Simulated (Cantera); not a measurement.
A perfectly stirred reactor is fed with 8.90 % CH4, 6.86 % CO, 17.7 % O2, 66.5 % N2, equivalence ratio 1.2, at 100000 Pa; it is adiabatic with a 348 K inlet, and is followed from long to short residence time, starting on the burning branch (τ in s: 0.024, 0.012, 0.0056, 0.0027, 0.0013, 0.00063, 0.0003, 0.00015, 7e-05, 3.4e-05, 1.6e-05, 7.9e-06, 3.8e-06).

Cantera simulation using GRI-Mech 3.0 (53 species, 325 reactions); the numbers are that mechanism's predictions, not measurements.

**Question.** Predict: blow-out, bracketed by the residence times tried; x(CH4) at τ = 24.0 ms; x(CO) at τ = 24.0 ms; x(O2) at τ = 24.0 ms; x(CH3) at τ = 24.0 ms; x(HO2) at τ = 24.0 ms; x(CH4) at τ = 0.300 ms; x(CO) at τ = 0.300 ms; x(O2) at τ = 0.300 ms; x(CH3) at τ = 0.300 ms; x(HO2) at τ = 0.300 ms.

**Answer.** 
| Quantity | Value |
|---|---|
| blow-out, bracketed by the residence times tried | burning at 70.0 µs, out at 34.0 µs |
| x(CH4) at τ = 24.0 ms | 1.19e-5 |
| x(CO) at τ = 24.0 ms | 0.0570 |
| x(O2) at τ = 24.0 ms | 0.00151 |
| x(CH3) at τ = 24.0 ms | 8.05e-6 |
| x(HO2) at τ = 24.0 ms | 3.95e-7 |
| x(CH4) at τ = 0.300 ms | 0.000277 |
| x(CO) at τ = 0.300 ms | 0.0690 |
| x(O2) at τ = 0.300 ms | 0.0119 |
| x(CH3) at τ = 0.300 ms | 0.000112 |
| x(HO2) at τ = 0.300 ms | 4.65e-6 |
